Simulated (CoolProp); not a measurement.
Vapour-liquid equilibrium of R143a (1) + fluoroethane (R161) (2) at 0.0441 bar; x and y are mole fractions of (1).

The numbers come from the multi-fluid Helmholtz-energy mixture model, Lemmon and Jacobsen 2000 and Wu 2012; pair parameters Bell 2016 in CoolProp.

| x | bubble temperature (K) | y at the bubble point | dew temperature at overall composition x (K) | liquid density (mol/L) |
|---|---|---|---|---|
| 0.05 | 183.6 | 0.101 | 184.0 | 18.27 |
| 0.15 | 182.5 | 0.268 | 183.3 | 17.92 |
| 0.25 | 181.4 | 0.403 | 182.6 | 17.58 |
| 0.35 | 180.6 | 0.516 | 181.8 | 17.26 |
| 0.45 | 179.8 | 0.613 | 181.1 | 16.94 |
| 0.55 | 179.0 | 0.698 | 180.3 | 16.64 |
| 0.65 | 178.4 | 0.775 | 179.5 | 16.34 |
| 0.75 | 177.8 | 0.845 | 178.6 | 16.06 |
| 0.85 | 177.2 | 0.910 | 177.7 | 15.79 |
| 0.95 | 176.7 | 0.971 | 176.9 | 15.52 |

No azeotrope shows between x = 0.05 and 0.95.

Pair parameters are fitted to limited data, so mixtures are less certain than the pure fluids.
